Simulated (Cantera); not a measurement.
A closed system holds: 1 mol CH2F2, 0.13 mol H2, at 675 K and 82.0 mbar.

Cantera equilibrium calculation (NASA polynomials, part measured and part estimated; ideal gas, pure solids and liquids). Candidate condensed phases: C, C6H6, C7H8, C8H18; 95 gas species. Kinetics and transport are ignored.

Base state: HF 0.942, H2 0.0542, CH4 0.00352, H2F2 1.59e-5 (mole fractions); condensed: C(graphite).

**Question.** What changes in the equilibrium state with this change: temperature from 675 K to 1598 K?

**Answer.** 
```csv
species,before,after
HF,0.942,0.939
H2,0.0542,0.0610
H,<1e-9,4.59e-5
CH4,0.00352,5.02e-7
H2F2,1.59e-5,8.16e-7
"C(graphite), mol",0.993,1.000
```

**Question.** What changes in the equilibrium state with this change: temperature from 675 K to 1748.15 K?

**Answer.** 
```
species            before     after
----------------  -------  --------
HF                  0.942     0.939
H2                 0.0542    0.0609
H                   <1e-9  0.000197
CH4               0.00352   2.80e-7
H2F2              1.59e-5   6.93e-7
C(graphite), mol    0.993     1.000
```
